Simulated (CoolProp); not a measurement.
Properties of n-butane along the isobar 0.359 MPa (Tc = 425.1 K, pc = 3.796 MPa, ω = 0.201).

Values from CoolProp's reference Helmholtz-energy equation of state, Bücker 2006.

| T (K) | phase | Z | isothermal compressibility (1/MPa) | expansivity (1/kK) |
|---|---|---|---|---|
| 153.6 | liquid | 0.02277 | 0.0006575 | 1.296 |
| 167.5 | liquid | (withheld) | 0.0007437 | 1.322 |
| 181.4 | liquid | 0.02000 | 0.0008425 | (withheld) |
| 195.2 | liquid | 0.01894 | 0.0009564 | 1.393 |
| 209.1 | liquid | 0.01803 | (withheld) | 1.439 |
| 223 | liquid | 0.01726 | 0.001250 | 1.493 |
| 236.8 | liquid | (withheld) | 0.001441 | 1.557 |
| 250.7 | liquid | 0.01603 | 0.001674 | (withheld) |
| 264.6 | liquid | (withheld) | 0.001963 | 1.726 |
| 278.5 | liquid | 0.01514 | 0.002328 | 1.838 |
| 292.3 | liquid | 0.01481 | (withheld) | 1.976 |
| 306.2 | liquid | 0.01455 | 0.003422 | 2.152 |
| 320.1 | gas | 0.9108 | (withheld) | 4.268 |
| 333.9 | gas | 0.9236 | 3.035 | 3.898 |
| 347.8 | gas | 0.9341 | 2.996 | 3.603 |

Task: Some entries are withheld; supply them.

Result: 
- 167.5, Z: 0.02126
- 181.4, expansivity (1/kK): 1.355
- 209.1, isothermal compressibility (1/MPa): 0.001091
- 236.8, Z: 0.01660
- 250.7, expansivity (1/kK): 1.634
- 264.6, Z: 0.01554
- 292.3, isothermal compressibility (1/MPa): 0.002796
- 320.1, isothermal compressibility (1/MPa): 3.087
